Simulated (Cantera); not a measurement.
A closed system holds: 1 mol Cu, 10 mol CO2, 140 mol N2, at 3900 Torr.

Method: chemical equilibrium by Gibbs-energy minimisation in Cantera with the NASA 1993 tables (ideal gas, pure condensed phases). Candidate condensed phases: C, Cu, CuO, Cu2O; 27 gas species. Equilibrium is a limit: real reactors are often held back by kinetics, nucleation or transport. All values below are at 1623 K.

Base state: N2 0.933, CO2 0.0665, CO 0.000119, O2 4.31e-5, NO 3.32e-5, Cu 1.07e-5 (mole fractions); condensed: Cu(l).

**Question.** What changes in the equilibrium state with this change: Cu replaced by Al?

**Answer.** 
```
species          before    after
-------------  --------  -------
N2                0.933    0.933
CO2              0.0665   0.0567
CO             0.000119   0.0100
Cu              1.07e-5        0
O2              4.31e-5  4.45e-9
NO              3.32e-5  3.38e-7
Cu(l), mol        0.998        0
Al2O3(s), mol         0    0.500
```
Further candidate phases: Al, AlN, Al2O3.
